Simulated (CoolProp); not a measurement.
Vapour pressure (kPa) of R1336mzz(E): the reference equation beside estimates from Tc = 403.5 K, pc = 2779 kPa, ω = 0.413. Clausius-Clapeyron is anchored at 245.5 K with a constant enthalpy of vaporisation of 28.04 kJ/mol.

The numbers come from the reference Helmholtz-energy equation of state, Akasaka 2023 in CoolProp.

```
T (K)  reference  Lee-Kesler  Clausius-Clapeyron  Redlich-Kwong
-----  ---------  ----------  ------------------  -------------
225.8      5.309       5.327               5.559          26.29
245.5      18.43       18.35               18.43          65.73
265.3      51.11       50.97               51.36          139.8
285.1      119.2       119.3               124.2          262.6
304.9      243.7       244.3               267.7          448.7
324.6      448.8       450.0               523.8          710.6
344.4      766.1       767.0               951.7           1064
364.2       1229        1229                1621           1521
```

Absolute difference from the reference over all 8 rows, mean and median: Lee-Kesler 0.2 and 0.3 %, Clausius-Clapeyron 11.5 and 7.3 %, Redlich-Kwong 143.8 and 102.2 %.
